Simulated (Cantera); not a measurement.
Diamond growth

A diamond (100) surface in a fixed gas of H2 with x(CH4) = 0.0061, x(CH3) = 2.8e-05, at 1248 K, 1400 Pa; coverages are run to steady state.

Computed with Cantera and the Harris–Goodwin 1993 mechanism for the reconstructed diamond (100) surface.

```tsv
x(H)	growth (µm/h)	θ c6HH	θ c6H*	θ c6*H	θ c6**
0.0001	0.00224	0.637	0.0282	0.330	0.00468
0.00022	0.00749	0.541	0.0353	0.413	0.0105
0.00048	0.0171	0.478	0.0397	0.464	0.0184
0.0011	0.0299	0.440	0.0420	0.491	0.0267
0.0023	0.0419	0.423	0.0429	0.502	0.0320
0.0051	0.0574	0.413	0.0434	0.507	0.0355
0.011	0.0808	0.409	0.0436	0.510	0.0373
0.025	0.124	0.407	0.0438	0.511	0.0382
0.054	0.190	0.406	0.0439	0.511	0.0386
```
θ: site fractions in the mechanism's names (c6HH fully hydrogenated, c6H* and c6*H radical sites, c6** diradical, c6HM methylated).
